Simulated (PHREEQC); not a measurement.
# Copper plating or etch bath: an equilibrium model

A solution holds 0.0015 mol Cu(BF4)2 and 0.000671 mol HCl per kg of water, at 15 °C. Closed to the air; pH follows from the charge balance.

Computed with PHREEQC (ion-association model, phreeqc.dat).

Precipitation was switched off in this run.

Problem. What pH, ionic strength does the model give?

Solution. pH 2.89; ionic strength 0.00583 mol/kgw.

Problem. In which forms is Cu present?

Solution. Cu+2 98 %, CuF+ 1.8 % of the Cu.

Complexes and solids missing from the database can't appear. Real BF4- forms and hydrolyses slowly; the run takes it at equilibrium.
